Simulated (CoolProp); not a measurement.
Vapour pressure (kPa) of CH3F (R41): the reference equation beside estimates from Tc = 44.1 °C, pc = 5906 kPa, ω = 0.200.

The numbers come from the reference Helmholtz-energy equation of state, Lemmon 2006 in CoolProp. It is a short technical equation, of lower accuracy than the large ones.

| T (°C) | reference | Lee-Kesler | van der Waals | Soave-Redlich-Kwong |
|---|---|---|---|---|
| -87.45 | 59.72 | 56.07 | 443.9 | 56.54 |
| -71.95 | 142.4 | 138.3 | 701.1 | 138.7 |
| -56.45 | 296.2 | 294.4 | 1043 | 294.3 |
| -40.95 | 554.3 | 558.9 | 1480 | 559.0 |
| -25.35 | 958.3 | 972.9 | 2024 | 976.4 |
| -9.85 | 1547 | 1572 | 2677 | 1585 |
| 5.65 | 2372 | 2406 | 3447 | 2435 |
| 21.15 | 3493 | 3530 | 4342 | 3574 |
| 36.65 | 4995 | 5022 | 5365 | 5054 |

Absolute difference from the reference over all 9 rows, mean and median: Lee-Kesler 1.8 and 1.4 %, van der Waals 190.7 and 111.2 %, Soave-Redlich-Kwong 2.2 and 2.3 %.
